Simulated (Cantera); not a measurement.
Feed: 1 mol AlCl3, 1.1 mol NH3, 2.9 mol H2, held at 0.000110 bar.

These are equilibrium values from Cantera (NASA tables, ideal gas, pure condensed phases), not measurements of a reactor. Candidate condensed phases: Al, AlCl3, AlN, NH4Cl; 20 gas species. Rates play no part.

Q: Which condensed phases are stable at each of these points (T (°C)): 602, 652, 702, 752, 802, 852, 902, 952, 1002, 1052, 1102, 1152, 1202, 1252?

A: 
| T (°C) | condensed phases | Al condensed (%) |
|---|---|---|
| 602 | AlN(s) | 26.3 |
| 652 | AlN(s) | 25.5 |
| 702 | AlN(s) | 24.9 |
| 752 | AlN(s) | 24.3 |
| 802 | AlN(s) | 23.7 |
| 852 | AlN(s) | 23.0 |
| 902 | AlN(s) | 21.9 |
| 952 | AlN(s) | 19.1 |
| 1002 | AlN(s) | 11.6 |
| 1052 | gas only | 0.0 |
| 1102 | gas only | 0.0 |
| 1152 | gas only | 0.0 |
| 1202 | gas only | 0.0 |
| 1252 | gas only | 0.0 |

From 602 °C to 1002 °C the condensed part is AlN(s). From 1052 °C to 1252 °C nothing is condensed.
